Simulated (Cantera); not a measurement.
Input (Python, Cantera):

```python
import numpy as np
import cantera as ct

gas = ct.Solution("SiF4_NH3_mec.yaml", "gas")
gas.TPX = 1825, 2300, {'NH3': 1, 'H2': 0.24, 'N2': 0.0013}
reactor = ct.IdealGasConstPressureReactor(gas, energy="off", clone=False)
net = ct.ReactorNet([reactor])
net.rtol, net.atol = 1e-08, 1e-18
show = ['NH3', 'H2', 'N2H4', 'NH2', 'N2']
times = np.geomspace(7e-05, 10, 12)

steps = ct.SolutionArray(gas, extra=["t"])
rows = []
print(f"{'t/s':>10s}{'T/K':>9s}{'P/Pa':>11s}" + "".join(f"{s:>11s}" for s in show))
for t in times:
    while net.time < t:
        t_next = net.step()
        steps.append(gas.state, t=t_next)
    rows.append([np.interp(t, steps.t, y) for y in (steps.T, steps.P, *steps(*show).X.T)])
    print(f"{t:10.3e}{rows[-1][0]:9.1f}{rows[-1][1]:11.4g}" + "".join(f"{x:11.3e}" for x in rows[-1][2:]))
rate = np.gradient(steps.T, steps.t)
print("integrator steps:", len(steps.t))
if steps.T.max() > steps.T[0] + 200:
    print(f"time of steepest temperature rise: {steps.t[rate.argmax()]:.4e} s")
gas.TPX = 1825, 2300, {'NH3': 1, 'H2': 0.24, 'N2': 0.0013}
gas.equilibrate("TP")
print(f"equilibrium (TP): T = {gas.T:.1f} K  " + "  ".join(f"{s} {gas[s].X[0]:.3e}" for s in show))
```

It prints:

```
       t/s      T/K       P/Pa        NH3         H2       N2H4        NH2         N2
 7.000e-05   1825.0       2300  8.056e-01  1.933e-01  3.240e-13  3.049e-06  1.047e-03
 2.059e-04   1825.0       2300  8.056e-01  1.933e-01  3.698e-12  9.091e-06  1.047e-03
 6.058e-04   1825.0       2300  8.056e-01  1.934e-01  3.518e-11  2.684e-05  1.047e-03
 1.782e-03   1825.0       2300  8.055e-01  1.934e-01  3.124e-10  7.882e-05  1.047e-03
 5.243e-03   1825.0       2300  8.052e-01  1.935e-01  2.630e-09  2.276e-04  1.056e-03
 1.543e-02   1825.0       2300  8.040e-01  1.942e-01  1.380e-08  5.209e-04  1.287e-03
 4.538e-02   1825.0       2300  7.981e-01  1.984e-01  1.766e-08  5.891e-04  2.875e-03
 1.335e-01   1825.0       2300  7.808e-01  2.109e-01  1.711e-08  5.799e-04  7.667e-03
 3.928e-01   1825.0       2300  7.328e-01  2.456e-01  1.563e-08  5.543e-04  2.092e-02
 1.155e+00   1825.0       2300  6.142e-01  3.315e-01  1.224e-08  4.905e-04  5.373e-02
 3.399e+00   1825.0       2300  3.904e-01  4.934e-01  6.600e-09  3.602e-04  1.156e-01
 1.000e+01   1825.0       2300  1.420e-01  6.732e-01  1.624e-09  1.788e-04  1.843e-01
integrator steps: 713
equilibrium (TP): T = 1825.0 K  NH3 2.037e-07  H2 7.741e-01  N2H4 1.713e-19  NH2 1.833e-09  N2 2.234e-01
```

Detailed kinetics in Cantera: the gas-phase N/H chemistry of the illustrative SiF4/NH3 mechanism in the Surface Chemkin manual (1991). Walls and surfaces, which speed up NH3 decomposition in real reactors, are not modelled.
